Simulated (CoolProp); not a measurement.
Nitrogen along the isotherm 130.4 K: fugacity coefficient from the reference equation and from simpler models built on Tc = 126.2 K, pc = 3396 kPa, ω = 0.037; each cubic takes its own stable root.

Computed with CoolProp (reference Helmholtz-energy equation of state, Span 2000).

| p (kPa) | phase | reference |
|---|---|---|
| 2430 | gas | 0.7905 |
| 4850 | supercritical | 0.5681 |
| 7280 | supercritical | 0.4299 |
| 9700 | supercritical | 0.3617 |
| 12100 | supercritical | 0.3227 |
| 14600 | supercritical | 0.2978 |
| 17000 | supercritical | 0.2826 |
| 19400 | supercritical | 0.2731 |
| 21800 | supercritical | 0.2674 |
| 24300 | supercritical | 0.2645 |
| 26700 | supercritical | 0.2641 |
| 29100 | supercritical | 0.2654 |
| 31500 | supercritical | 0.2683 |
| 34000 | supercritical | 0.2727 |

Q: How far does each simpler model (van der Waals, Soave-Redlich-Kwong, Peng-Robinson) lie from the reference over these 14 states: mean and median of the absolute difference, and the worst?

A: 
- van der Waals: mean 22.6 %, median 22.4 %, worst +45.0 % at 130.4 K and 34000 kPa
- Soave-Redlich-Kwong: mean 2.6 %, median 3.1 %, worst +3.4 % at 130.4 K and 21800 kPa
- Peng-Robinson: mean 7.4 %, median 7.0 %, worst -12.8 % at 130.4 K and 34000 kPa
